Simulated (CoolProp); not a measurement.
A single-stage vapour-compression cycle with R365MFC: evaporating at 321.15 K (dew point), condensing at 376.15 K (bubble point), superheat 2 K, subcooling 2 K, compressor efficiency 0.6, no pressure losses. Each further row changes one setting.

Model: reference Helmholtz-energy equation of state, Lemmon 2016, in CoolProp.

```
case                              cooling COP  pressure ratio  discharge temperature (K)  refrigerating effect (kJ/kg)  volumetric capacity (kJ/m³)
--------------------------------  -----------  --------------  -------------------------  ----------------------------  ---------------------------
as stated                                2.49            4.74                      376.1                           107                          832
evaporating temperature 326.15 K         2.89            4.01                      376.1                           112                         1020
condensing temperature 371.15 K          2.88            4.20                      371.1                           115                          892
subcooling 7 K                           2.67            4.74                      376.1                           115                          892
superheat 12 K                           2.58            4.74                      382.8                           118                          882
compressor efficiency 0.5                2.08            4.74                      379.1                           107                          832
```

The compression ends wet for: as stated; evaporating temperature 326.15 K; condensing temperature 371.15 K; subcooling 7 K.
